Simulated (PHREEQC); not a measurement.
Make-up at 80 °C: 1.3 mol HCl, 0.0024 mol Li2SO4 and 0.012 mol Na2SO4 per kg of water. Closed to the air; pH follows from the charge balance.

The numbers come from PHREEQC with the ion-association model, phreeqc.dat.

Precipitation was switched off in this run.

Task: Predict the pH, density, activity of water.

Result: pH 0.04; density 0.995 g/cm³; activity of water 0.955.

Task: In which forms is S present?

Result: HSO4- 98 %, SO4-2 2.0 % of the S.

Ionic strength above about 0.7 mol/kgw puts this run outside the model's range. Away from 25 °C the constants follow the database's enthalpies or fits; those with neither stay at their 25 °C values.
